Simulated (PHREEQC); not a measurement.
Dissolve 19.8 mmol/kgw HF, 0.12 mmol/kgw Na2SO4 and 0.43 mmol/kgw KCl at 20 °C. Closed to the air; pH follows from the charge balance.

The numbers come from PHREEQC with the ion-association model, phreeqc.dat.

Precipitation was switched off in this run.

Question: Order these S species by the share of S that they hold, largest first: KSO4-, HSO4-, SO4-2.

Answer: SO4-2 (80 %), HSO4- (20 %), KSO4- (0.17 %)

Question: Order these F species by the share of F that they hold, largest first: F-, HF2-, HF.

Answer: HF (80 %), F- (18 %), HF2- (2.1 %)

The pH is 2.46 and the ionic strength 0.00450 mol/kgw.
